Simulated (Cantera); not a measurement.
An isothermal, constant-pressure homogeneous reactor starts with CH4 : N2 = 1 : 1.2 (molar parts), at 1573 K and 0.987 atm.

Model: GRI-Mech 3.0 (53 species, 325 reactions), integrated in Cantera. GRI-Mech 3.0 stops at C3 and has no aromatics, soot or wall deposition, so with more carbon than oxygen in the feed, carbon stays in small species such as C2H2 where larger ones or solid carbon would form.

x: mole fraction; the columns are a selection and need not sum to one.

| t (s) | x CH4 | x C2H4 | x H | x CH3 | x C2H2 |
|---|---|---|---|---|---|
| 3.00e-5 | 0.454 | ___ | 8.10e-8 | 5.04e-5 | 2.84e-11 |
| 9.53e-5 | 0.454 | ___ | 9.41e-8 | 0.000142 | 3.66e-9 |
| 0.000302 | 0.454 | ___ | 1.36e-7 | 0.000260 | 2.93e-7 |
| 0.000960 | 0.452 | ___ | 2.50e-7 | 0.000377 | 1.09e-5 |
| 0.00305 | 0.444 | ___ | 7.98e-7 | 0.000533 | 0.000354 |
| 0.00968 | 0.411 | ___ | 2.75e-6 | 0.000519 | 0.00647 |
| 0.0307 | 0.338 | ___ | 6.48e-6 | 0.000371 | 0.0336 |
| 0.0976 | 0.227 | ___ | 1.19e-5 | 0.000234 | 0.0740 |
| 0.310 | 0.112 | ___ | 1.88e-5 | 0.000121 | 0.113 |
| 0.984 | 0.0487 | 0.00778 | 2.53e-5 | 6.02e-5 | 0.133 |
| 3.12 | 0.0405 | 0.00805 | 2.66e-5 | 5.17e-5 | 0.136 |
| 9.92 | 0.0405 | 0.00805 | 2.66e-5 | 5.17e-5 | 0.136 |
| 31.5 | 0.0405 | 0.00805 | 2.66e-5 | 5.17e-5 | 0.136 |
| 100 | 0.0405 | 0.00805 | 2.66e-5 | 5.17e-5 | 0.136 |

**Question.** Fill in the missing entries.

**Answer.** 
- 3.00e-5, x C2H4: 8.39e-8
- 9.53e-5, x C2H4: 2.50e-6
- 0.000302, x C2H4: 3.93e-5
- 0.000960, x C2H4: 0.000332
- 0.00305, x C2H4: 0.00246
- 0.00968, x C2H4: 0.00848
- 0.0307, x C2H4: 0.00699
- 0.0976, x C2H4: 0.00473
- 0.310, x C2H4: 0.00608
